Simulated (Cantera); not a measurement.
A closed system holds: 1 mol C3H6, 0.22 mol NH3, 7.7 mol H2.

Equilibrium computed with Cantera from the NASA thermochemical tables; the gas is ideal and each condensed phase is pure. Candidate condensed phases: C, C6H6, C7H8, C8H18; 92 gas species. The ideal-gas law is rough above about 30 bar. Kinetics and transport are ignored.

Stable condensed phases, one row left out:

```
T in K \ P in Pa
               10       46      220     1000     4600    22000   100000   460000  2200000 10000000
   2223         A        A        A        A        A        A        A        A        A        A
   2023         A        A        A        A        A        A        A        A        A        A
   1823         A        A        A        A        A        A        A        A        A        A
   1623         A        A        A        A        A        A        A        A        A        A
   1423         A        A        A        A        A        A        A        A        A        A
   1023         A        A        A        A        A        A        A        A        B        B
    823         A        A        A        A        A        A        A        B        B        B
    623         A        A        A        A        B        B        B        B        B        B
```

A: C; B: gas only.

Question: Give the row for 1223 K.

Answer: 10: C; 46: C; 220: C; 1000: C; 4600: C; 22000: C; 100000: C; 460000: C; 2200000: C; 10000000: gas only.
